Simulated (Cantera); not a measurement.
**Roasting and sulfation: FeS + O2 + N2**

Charge: 1 mol FeS, a varied amount of O2, 3.6 mol N2, at 650 °C and 35.0 mbar.

Equilibrium computed with Cantera from the NASA thermochemical tables; the gas is ideal and each condensed phase is pure. Candidate condensed phases: Fe, FeO, FeS, FeSO4, FeS2, Fe2O3, Fe2(SO4)3, Fe3O4, S; 19 gas species. FeS: taken at fixed stoichiometry. Gases not in the tables: S3 to S7. Equilibrium is a limit: real reactors are often held back by kinetics, nucleation or transport.

From 0.18 mol O2 to 1.2 mol O2 the condensed part is FeS(s) + Fe3O4(s). At 1.6 mol O2 the condensed part is Fe3O4(s). From 2 mol O2 to 3.3 mol O2 the condensed part is Fe2O3(s).

```json
[
 {"n(O2) (mol)": "0.18", "x N2": "0.971", "x O2": "<1e-12", "x SO2": "0.0276", "x SO3": "2.19e-10", "x S2": "0.00183", "x S2O": "3.85e-5", "x NO": "<1e-12", "n FeS(s)": "0.884", "n Fe3O4(s)": "0.0388", "n Fe2O3(s)": "0"},
 {"n(O2) (mol)": "0.23", "x N2": "0.963", "x O2": "<1e-12", "x SO2": "0.0351", "x SO3": "2.99e-10", "x S2": "0.00221", "x S2O": "5.01e-5", "x NO": "<1e-12", "n FeS(s)": "0.852", "n Fe3O4(s)": "0.0494", "n Fe2O3(s)": "0"},
 {"n(O2) (mol)": "0.29", "x N2": "0.953", "x O2": "<1e-12", "x SO2": "0.0439", "x SO3": "4.00e-10", "x S2": "0.00265", "x S2O": "6.41e-5", "x NO": "<1e-12", "n FeS(s)": "0.814", "n Fe3O4(s)": "0.0621", "n Fe2O3(s)": "0"},
 {"n(O2) (mol)": "0.37", "x N2": "0.941", "x O2": "<1e-12", "x SO2": "0.0554", "x SO3": "5.42e-10", "x S2": "0.00319", "x S2O": "8.28e-5", "x NO": "<1e-12", "n FeS(s)": "0.763", "n Fe3O4(s)": "0.0790", "n Fe2O3(s)": "0"},
 {"n(O2) (mol)": "0.47", "x N2": "0.927", "x O2": "<1e-12", "x SO2": "0.0694", "x SO3": "7.26e-10", "x S2": "0.00382", "x S2O": "0.000106", "x NO": "<1e-12", "n FeS(s)": "0.700", "n Fe3O4(s)": "0.100", "n Fe2O3(s)": "0"},
 {"n(O2) (mol)": "0.6", "x N2": "0.908", "x O2": "<1e-12", "x SO2": "0.0870", "x SO3": "9.74e-10", "x S2": "0.00458", "x S2O": "0.000136", "x NO": "<1e-12", "n FeS(s)": "0.618", "n Fe3O4(s)": "0.127", "n Fe2O3(s)": "0"},
 {"n(O2) (mol)": "0.76", "x N2": "0.887", "x O2": "<1e-12", "x SO2": "0.108", "x SO3": "1.29e-9", "x S2": "0.00544", "x S2O": "0.000172", "x NO": "<1e-12", "n FeS(s)": "0.517", "n Fe3O4(s)": "0.161", "n Fe2O3(s)": "0"},
 {"n(O2) (mol)": "0.97", "x N2": "0.860", "x O2": "<1e-12", "x SO2": "0.134", "x SO3": "1.70e-9", "x S2": "0.00646", "x S2O": "0.000218", "x NO": "<1e-12", "n FeS(s)": "0.385", "n Fe3O4(s)": "0.205", "n Fe2O3(s)": "0"},
 {"n(O2) (mol)": "1.2", "x N2": "0.832", "x O2": "<1e-12", "x SO2": "0.160", "x SO3": "2.15e-9", "x S2": "0.00746", "x S2O": "0.000266", "x NO": "<1e-12", "n FeS(s)": "0.240", "n Fe3O4(s)": "0.253", "n Fe2O3(s)": "0"},
 {"n(O2) (mol)": "1.6", "x N2": "0.788", "x O2": "<1e-12", "x SO2": "0.204", "x SO3": "3.14e-9", "x S2": "0.00708", "x S2O": "0.000289", "x NO": "<1e-12", "n FeS(s)": "0", "n Fe3O4(s)": "0.333", "n Fe2O3(s)": "0"},
 {"n(O2) (mol)": "2", "x N2": "0.754", "x O2": "0.0369", "x SO2": "0.178", "x SO3": "0.0309", "x S2": "<1e-12", "x S2O": "<1e-12", "x NO": "5.12e-6", "n FeS(s)": "0", "n Fe3O4(s)": "0", "n Fe2O3(s)": "0.500"},
 {"n(O2) (mol)": "2.6", "x N2": "0.676", "x O2": "0.136", "x SO2": "0.141", "x SO3": "0.0469", "x S2": "<1e-12", "x S2O": "<1e-12", "x NO": "9.32e-6", "n FeS(s)": "0", "n Fe3O4(s)": "0", "n Fe2O3(s)": "0.500"},
 {"n(O2) (mol)": "3.3", "x N2": "0.600", "x O2": "0.233", "x SO2": "0.116", "x SO3": "0.0506", "x S2": "<1e-12", "x S2O": "<1e-12", "x NO": "1.15e-5", "n FeS(s)": "0", "n Fe3O4(s)": "0", "n Fe2O3(s)": "0.500"}
]
```
x: gas mole fraction; n: condensed amount in mol.
